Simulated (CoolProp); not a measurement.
Computed with CoolProp (reference Helmholtz-energy equation of state, Lemmon 2006). It is a short technical equation, of lower accuracy than the large ones.

Q: Give the vapour pressure (MPa), liquid density (kg/m³), enthalpy of vaporisation (kJ/kg), vapour Z of saturated C3F8 (R218) at 248.9, 268.2 K.

A: 
| T (K) | p (MPa) | liquid density (kg/m³) | enthalpy of vaporisation (kJ/kg) | vapour Z |
|---|---|---|---|---|
| 248.9 | 0.173 | 1560 | 100 | 0.924 |
| 268.2 | 0.352 | 1480 | 92.1 | 0.877 |
